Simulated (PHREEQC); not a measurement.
**Ultrapure water in contact with air or piping: speciation**

Synthetic water in mg/kgw, 25 °C, pH 5.81, pe 12.2:

```tsv
constituent	mg/kgw
Na	0.0206
K	0.0166
Ca	0.118
Mg	0.0722
Cl	0.306
S(6) as SO4	0.023
Alkalinity as HCO3	0.234
F	0.000563
Li	0.00215
Cu(2)	0.000409
```

Valence states are taken as typed.

Computed with PHREEQC (ion-association model, wateq4f.dat).

```yaml
ionic_strength: 2.09e-5 mol/kgw
charge_balance_error: 1.7 %
```

```tsv
species	molality	activity	log γ
CO2	1.86e-5	1.86e-5	0.000
Cl-	8.63e-6	8.58e-6	-0.002
HCO3-	5.39e-6	5.36e-6	-0.002
Mg+2	2.97e-6	2.91e-6	-0.009
Ca+2	2.94e-6	2.88e-6	-0.009
H+	1.56e-6	1.55e-6	-0.002
Na+	8.96e-7	8.91e-7	-0.002
K+	4.25e-7	4.22e-7	-0.002
Li+	3.10e-7	3.08e-7	-0.002
SO4-2	2.39e-7	2.34e-7	-0.009
```

No solid was allowed to form. Species that the database lacks are ignored.
